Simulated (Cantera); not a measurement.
Cantera run:

```python
import numpy as np
import cantera as ct

gas_names = """
    CL CL2 H HCL H2 N NH NH2 NH3 N2 N2H2 N2H4 Si SiCL SiCL2 SiCL3 SiCL4 SiH SiHCL3 SiH2 SiH2CL2 SiH3
    SiH3CL SiH4 SiN Si2 Si2N Si3
""".split()
cond_names = """
    NH4CL(a) NH4CL(b) Si(cr) Si(L) Si3N4(a)
""".split()


def load(file, names, dense=False):
    # The tables refer to 1 bar. Condensed volumes are neglected.
    table = {s.name: s for s in ct.Species.list_from_file(file)}
    out = []
    for n in names:
        d = dict(table[n].input_data)
        d["thermo"] = dict(d["thermo"], **{"reference-pressure": 1e5})
        if dense:
            d["equation-of-state"] = {"model": "constant-volume", "density": "1e6 g/cm^3"}
        out.append(ct.Species.from_dict(d))
    return out


gas = ct.Solution(thermo="ideal-gas", species=load("nasa_gas.yaml", gas_names))
cond = {s.name: ct.Solution(thermo="fixed-stoichiometry", species=[s], name=s.name)
        for s in load("nasa_condensed.yaml", cond_names, dense=True)}
atoms = {
    'SiHCl3': {'Si': 1, 'H': 1, 'CL': 3},
    'N2': {'N': 2},
    'H2': {'H': 2},
}
top_T = {'Si3N4(a)': 2400}  # K; cautious upper limits of use, not melting points


def equilibrate(T, P, feed):
    n = {}
    for name, mol in feed.items():
        for a, k in atoms[name].items():
            n[a] = n.get(a, 0.0) + k * mol
    gas.TPX = T, P, n
    mass = sum(n.values()) * gas.mean_molecular_weight
    gas.equilibrate("TP")
    valid = [c for c in cond.values() if c.min_temp <= T <= top_T.get(c.name, c.max_temp)]
    mix = ct.Mixture([(gas, mass / gas.mean_molecular_weight)] + [(c, 0.0) for c in valid])
    mix.T, mix.P = T, P
    mix.equilibrate("TP", solver="vcs", rtol=1e-11, max_steps=5000)
    return mix


results = []
feed = {'SiHCl3': 1, 'N2': 5.6, 'H2': 0.14}  # mol
P = 7.1  # Pa
for T in [1200, 1300, 1400, 1500, 1600, 1700, 1800]:
    mix = equilibrate(T, P, feed)
    results.append((T, P, feed, dict(zip(mix.species_names, mix.species_moles))))
    x = sorted(zip(gas.X, gas.species_names), reverse=True)
    print(f"T = {T:g} K  P = {P:g} Pa  gas = {mix.phase_moles(0):.4g} mol")
    print("   x: " + "  ".join(f"{s} {v:.3e}" for v, s in x if v > 1e-06))
    print("   condensed (mol): " + ("  ".join(f"{mix.phase(i).name} {mix.phase_moles(i):.4g}"
          for i in range(1, mix.n_phases) if mix.phase_moles(i) > 1e-12) or "none"))
```

It prints:

```
T = 1200 K  P = 7.1 Pa  gas = 7.161 mol
   x: N2 7.463e-01  HCL 1.566e-01  SiCL4 3.887e-02  SiCL2 3.470e-02  SiCL3 1.240e-02  H2 1.104e-02  SiHCL3 7.452e-05  CL 3.028e-05  H 2.460e-06
   condensed (mol): Si3N4(a) 0.1279
T = 1300 K  P = 7.1 Pa  gas = 7.619 mol
   x: N2 7.288e-01  HCL 1.300e-01  SiCL2 1.076e-01  H2 1.896e-02  SiCL3 9.496e-03  SiCL4 4.975e-03  CL 1.046e-04  SiHCL3 3.305e-05  H 1.808e-05  SiCL 1.141e-06
   condensed (mol): Si3N4(a) 0.02332
T = 1400 K  P = 7.1 Pa  gas = 7.72 mol
   x: N2 7.254e-01  SiCL2 1.244e-01  HCL 1.234e-01  H2 2.117e-02  SiCL3 4.422e-03  SiCL4 6.671e-04  CL 4.031e-04  H 8.399e-05  SiCL 8.823e-06  SiHCL3 8.102e-06
   condensed (mol): none
T = 1500 K  P = 7.1 Pa  gas = 7.737 mol
   x: N2 7.238e-01  SiCL2 1.267e-01  HCL 1.252e-01  H2 1.998e-02  SiCL3 2.355e-03  CL 1.491e-03  H 2.953e-04  SiCL4 1.390e-04  SiCL 4.061e-05  Si 7.458e-06  SiHCL3 2.298e-06
   condensed (mol): none
T = 1600 K  P = 7.1 Pa  gas = 7.757 mol
   x: N2 7.220e-01  SiCL2 1.274e-01  HCL 1.235e-01  H2 2.032e-02  CL 4.421e-03  SiCL3 1.269e-03  H 9.197e-04  SiCL 1.621e-04  Si 6.764e-05  SiCL4 3.114e-05
   condensed (mol): none
T = 1700 K  P = 7.1 Pa  gas = 7.796 mol
   x: N2 7.183e-01  SiCL2 1.265e-01  HCL 1.183e-01  H2 2.167e-02  CL 1.092e-02  H 2.574e-03  SiCL3 6.892e-04  SiCL 5.739e-04  Si 5.227e-04  SiCL4 7.394e-06  SiN 2.261e-06  SiH 1.003e-06
   condensed (mol): none
T = 1800 K  P = 7.1 Pa  gas = 7.891 mol
   x: N2 7.097e-01  SiCL2 1.214e-01  HCL 1.107e-01  CL 2.395e-02  H2 2.259e-02  H 6.386e-03  Si 3.238e-03  SiCL 1.739e-03  SiCL3 3.800e-04  SiN 1.018e-05  SiH 4.677e-06  SiCL4 1.920e-06  Si2 1.416e-06  Si2N 1.185e-06
   condensed (mol): none
```

Method: chemical equilibrium by Gibbs-energy minimisation in Cantera with the NASA 1993 tables (ideal gas, pure condensed phases). N2 is the only nitrogen source here; it is nearly inert below about 1500 K, so the nitride shown seldom forms there in practice. The tables' values for SiCl3, SiCl, SiN are old estimates; treat these amounts as uncertain.
